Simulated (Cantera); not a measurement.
# MgSO₄ + CO₂ + H₂ + C (calcination and drying)

Feed: 1 mol MgSO₄, 0.78 mol CO₂, 5.8 mol H₂, 0.12 mol C, equilibrated at 352 °C.

Method: chemical equilibrium by Gibbs-energy minimisation in Cantera with the NASA 1993 tables (ideal gas, pure condensed phases). Candidate condensed phases: C, C₆H₆, C₇H₈, C₈H₁₈, H₂O, H₂SO₄, Mg, MgCO₃, MgO, Mg(OH)₂, MgS, MgSO₄, S; 130 gas species. Equilibrium is a limit: real reactors are often held back by kinetics, nucleation or transport.

```tsv
P (Pa)	log p H₂O	log p H₂	log p H₂S	log p CO₂	log p CH₄	n MgO(s)	n MgCO₃(s)
10	-4.38	-4.52	-4.83	-4.89	-10.01	1.00	0
42	-3.76	-3.90	-4.20	-4.26	-8.14	1.00	0
180	-3.12	-3.27	-3.57	-3.63	-6.25	1.00	0
750	-2.49	-2.67	-2.95	-3.02	-4.50	1.00	0
3200	-1.82	-2.14	-2.30	-2.43	-3.15	1.00	0
13000	-1.15	-1.71	-1.67	-1.89	-2.23	1.00	0
56000	-0.48	-1.32	-1.03	-1.31	-1.44	1.00	0
240000	0.18	-0.97	-0.38	-0.73	-0.74	1.00	0
1000000	0.83	-0.48	0.26	-0.71	-0.07	0.672	0.328
```
log p: log10 of the partial pressure in bar; n: condensed amount in mol.

From 10.0 Pa to 2.40 bar the condensed part is MgO(s). At 10.0 bar the condensed part is MgCO₃(s) + MgO(s).
